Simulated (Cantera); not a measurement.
Standard-state values (1 bar) from the NASA 1993 polynomials, evaluated with Cantera. Values are per mole of reaction as written; species without (g) are pure solids or liquids, kept so even where they would boil at 1 bar.

3 C3H8(g) + TiCl4(g) ⇌ Ti + CCl4(g) + 8 CH3(g)

| T (K) | ΔH° (kJ) | ΔS° (J/K) | ΔG° (kJ) | log10 K |
|---|---|---|---|---|
| 2525 | 2137.2 | 748.7 | 246.7 | -5.10 |
| 2550 | ___ | ___ | ___ | ___ |
| 2575 | ___ | ___ | ___ | ___ |
| 2600 | 2134.6 | 747.7 | 190.6 | -3.83 |
| 2625 | 2133.7 | 747.3 | 171.9 | -3.42 |
| 2650 | 2132.8 | 747.0 | 153.2 | -3.02 |
| 2675 | 2131.9 | 746.7 | 134.5 | -2.63 |
| 2700 | 2131.0 | 746.3 | 115.9 | -2.24 |
| 2725 | 2130.1 | 746.0 | 97.2 | -1.86 |
| 2750 | 2129.2 | 745.7 | 78.6 | -1.49 |
| 2775 | 2128.3 | 745.3 | 59.9 | -1.13 |

Some entries are withheld; supply them.


- 2550, ΔH° (kJ): 2136.3
- 2550, ΔS° (J/K): 748.4
- 2550, ΔG° (kJ): 228.0
- 2550, log10 K: -4.67
- 2575, ΔH° (kJ): 2135.5
- 2575, ΔS° (J/K): 748.0
- 2575, ΔG° (kJ): 209.3
- 2575, log10 K: -4.25
